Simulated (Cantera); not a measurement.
Cantera run:

```python
import numpy as np
import cantera as ct

gas_names = """
    Cs CsO CsOH Cs2 Cs2O Cs2O2H2 H HO2 H2 H2O H2O2 O OH O2 O3
""".split()
cond_names = """
    Cs(cr) Cs(L) CsOH(a) CsOH(b) CsOH(c) CsOH(L) H2O(s) H2O(L)
""".split()


# ... load() reads the species with a 1 bar reference pressure and builds the phases ...
atoms = {
    'CsOH': {'Cs': 1, 'O': 1, 'H': 1},
    'H2O': {'H': 2, 'O': 1},
}
top_T = {}  # K; cautious upper limits of use, not melting points


# ... equilibrate(T, P, feed) seeds the gas with the atoms and calls Mixture.equilibrate('TP', solver="vcs", rtol=1e-11, max_steps=5000) ...
results = []
feed = {'CsOH': 1, 'H2O': 7.8}  # mol
T = 998  # K
P = 13332.2  # Pa
mix = equilibrate(T, P, feed)
results.append((T, P, feed, dict(zip(mix.species_names, mix.species_moles))))
x = sorted(zip(gas.X, gas.species_names), reverse=True)
print(f"T = {T:g} K  P = {P:g} Pa  gas = {mix.phase_moles(0):.4g} mol")
print("   x: " + "  ".join(f"{s} {v:.3e}" for v, s in x if v > 1e-06))
print("   condensed (mol): " + ("  ".join(f"{mix.phase(i).name} {mix.phase_moles(i):.4g}"
      for i in range(1, mix.n_phases) if mix.phase_moles(i) > 1e-12) or "none"))
```

Result:

```
T = 998 K  P = 13332.2 Pa  gas = 8.732 mol
   x: H2O 8.933e-01  CsOH 9.888e-02  Cs2O2H2 7.822e-03
   condensed (mol): none
```

Equilibrium computed with Cantera from the NASA thermochemical tables; the gas is ideal and each condensed phase is pure.
